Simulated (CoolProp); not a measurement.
Toluene at several states: density (kg/m³) from the reference equation and from simpler models built on Tc = 318.6 °C, pc = 41.26 bar, ω = 0.266; each cubic takes its own stable root.

Model: reference Helmholtz-energy equation of state, Lemmon 2006, in CoolProp. It is a short technical equation, of lower accuracy than the large ones.

```tsv
T (°C)	p (bar)	phase	reference
224.15	42	liquid	655.4
209.55	43.1	liquid	675.3
21.15	1.84	liquid	865.9
304.55	147	liquid	594.0
```

Question: How far does each simpler model (van der Waals, Redlich-Kwong, Soave-Redlich-Kwong, Peng-Robinson) lie from the reference over these 4 states: mean and median of the absolute difference, and the worst?

Answer: 
- van der Waals: mean 37.5 %, median 39.0 %, worst -41.4 % at 21.15 °C and 1.84 bar
- Redlich-Kwong: mean 13.9 %, median 14.1 %, worst -16.0 % at 224.15 °C and 42 bar
- Soave-Redlich-Kwong: mean 11.5 %, median 11.3 %, worst -12.2 % at 224.15 °C and 42 bar
- Peng-Robinson: mean 0.4 %, median 0.4 %, worst -0.7 % at 224.15 °C and 42 bar
